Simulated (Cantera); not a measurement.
Charge: 1 mol Al, 0.012 mol H2O, 1.7 mol H2, equilibrated at 748 K and 12.0 Torr.

Method: chemical equilibrium by Gibbs-energy minimisation in Cantera with the NASA 1993 tables (ideal gas, pure condensed phases). Candidate condensed phases: Al, Al2O3, H2O; 19 gas species. The numbers say what is thermodynamically allowed, not how fast it happens.

Base state: H2 1.00 (mole fractions); condensed: Al(s) + Al2O3(s).

Question: What changes in the equilibrium state with this change: temperature from 748 K to 1648 K?

Answer: 
| species | before | after |
|---|---|---|
| H2 | 1.00 | 0.984 |
| Al | <1e-9 | 0.00754 |
| Al2O | <1e-9 | 0.00690 |
| H | <1e-9 | 0.000698 |
| AlH | <1e-9 | 0.000675 |
| Al(s), mol | 0.992 | 0 |
| Al2O3(s), mol | 0.00400 | 0 |
| Al(l), mol | 0 | 0.962 |
